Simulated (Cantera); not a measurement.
Input: 1 mol SiHCl3, 1.8 mol HCl, 65 mol H2, equilibrated at 0.133 bar.

Method: chemical equilibrium by Gibbs-energy minimisation in Cantera with the NASA 1993 tables (ideal gas, pure condensed phases). Candidate condensed phases: Si; 19 gas species. The tables' values for SiCl3 are old estimates; treat these amounts as uncertain. Rates play no part.

x: gas mole fraction; n: condensed amount in mol.

| T (K) | x H2 | x HCl | x SiCl4 | x SiHCl3 | n Si(s) |
|---|---|---|---|---|---|
| 950 | 0.970 | 0.0154 | 0.0113 | 0.00327 | 0 |
| 975 | 0.969 | 0.0160 | 0.0107 | 0.00371 | 0 |
| 1000 | 0.969 | 0.0167 | 0.0101 | 0.00414 | 0 |
| 1025 | 0.968 | 0.0175 | 0.00949 | 0.00451 | 0 |
| 1050 | 0.967 | 0.0184 | 0.00882 | 0.00481 | 0 |
| 1075 | 0.966 | 0.0195 | 0.00810 | 0.00499 | 0 |
| 1100 | 0.964 | 0.0221 | 0.00735 | 0.00473 | 0.0344 |
| 1125 | 0.961 | [?] | [?] | [?] | [?] |
| 1150 | 0.958 | 0.0288 | 0.00568 | 0.00384 | 0.132 |
| 1175 | 0.956 | 0.0322 | 0.00480 | 0.00336 | 0.178 |
| 1200 | 0.953 | 0.0356 | 0.00394 | 0.00287 | 0.221 |
| 1225 | 0.950 | 0.0387 | 0.00312 | 0.00239 | 0.259 |

### Question
What belongs in the gaps?

### Answer

- 1125, x HCl: 0.0254
- 1125, x SiCl4: 0.00654
- 1125, x SiHCl3: 0.00430
- 1125, n Si(s): 0.0834
